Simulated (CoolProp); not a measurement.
A simple Rankine cycle with hydrogen sulfide: condensing at 304.15 K, boiler at 7.01 MPa, turbine inlet 398.7 K, turbine efficiency 0.65, pump efficiency 0.7, no recuperator. Each further row changes one setting.

Values from CoolProp's reference Helmholtz-energy equation of state, Lemmon 2006. It is a short technical equation, of lower accuracy than the large ones.

```csv
case,thermal efficiency (%),net work (kJ/kg),heat in (kJ/kg),turbine exit temperature (K),volume ratio over the turbine
as stated,8.2,37.2,454,313.8,2.61
turbine inlet 418.7 K,8.7,42.5,487,334.1,(withheld)
condensing temperature 296.15 K,9.3,43.9,472,(withheld),(withheld)
boiler pressure 4.91 MPa,6.4,31.3,488,343.8,1.91
turbine efficiency 0.55,6.6,30.1,454,318.8,(withheld)
```

**Question.** Fill in the missing entries.

**Answer.** 
- turbine inlet 418.7 K, volume ratio over the turbine: 2.60
- condensing temperature 296.15 K, turbine exit temperature (K): 301.7
- condensing temperature 296.15 K, volume ratio over the turbine: 3.10
- turbine efficiency 0.55, volume ratio over the turbine: 2.69
